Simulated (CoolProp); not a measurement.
Vapour-liquid equilibrium of methanol (1) + dimethyl carbonate (2) at 314 K; x and y are mole fractions of (1).

Values from CoolProp's multi-fluid Helmholtz-energy mixture model, de Reuck 1993 and Zhou 2011; pair parameters Bell 2016.

| x | bubble pressure (kPa) | y at the bubble point | dew pressure at overall composition x (kPa) | liquid density (mol/L) |
|---|---|---|---|---|
| 0.05 | 20.73 | 0.272 | 16.35 | 11.88 |
| 0.15 | 27.83 | 0.498 | 18.11 | 12.56 |
| 0.25 | 32.25 | 0.598 | 20.22 | 13.32 |
| 0.35 | 34.99 | 0.653 | 22.79 | 14.18 |
| 0.45 | 36.70 | 0.690 | 25.99 | 15.15 |
| 0.55 | 37.80 | 0.719 | 30.03 | 16.27 |
| 0.65 | 38.56 | 0.747 | 34.83 | 17.57 |
| 0.75 | 39.03 | 0.782 | 38.61 | 19.06 |
| 0.85 | 39.08 | 0.834 | 38.98 | 20.82 |
| 0.95 | 38.14 | 0.925 | 37.77 | 22.89 |

y crosses x between x = 0.75 and 0.85: the model has an azeotrope there.

Pair parameters are fitted to limited data, so mixtures are less certain than the pure fluids. With so large a gap from Raoult's law the liquid may split in two, which this calculation doesn't test in full.
